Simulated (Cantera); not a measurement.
Feed: 1 mol FeCl₂, 0.089 mol H₂O, 100 mol N₂, held at 1273.15 K and 0.000430 bar.

These are equilibrium values from Cantera (NASA tables, ideal gas, pure condensed phases), not measurements of a reactor. Candidate condensed phases: Fe, FeCl₂, FeCl₃, FeO, Fe(OH)₂, Fe(OH)₃, Fe₂O₃, Fe₃O₄, H₂O, NH₄Cl; 37 gas species. The tables' stoichiometric FeO is somewhat more stable than real wüstite, so its field is too wide. FeO: taken at fixed stoichiometry. Kinetics and transport are ignored.

**Question.** What is the equilibrium state?

**Answer.** 
- x(N₂): 0.989
- x(FeCl₂): 0.00906
- x(HCl): 0.00166
- x(H₂O): 4.38e-5
- x(Cl): 1.68e-5
- x(H₂): 8.35e-6
- n(FeO(s)): 0.0846 mol
- gas amount: 101.1 mol
- log10 activity of Fe(γ) (absent): -1.22
- log10 activity of FeCl₂(l) (absent): -5.24
- log10 activity of Fe(OH)₂(s) (absent): -13.05
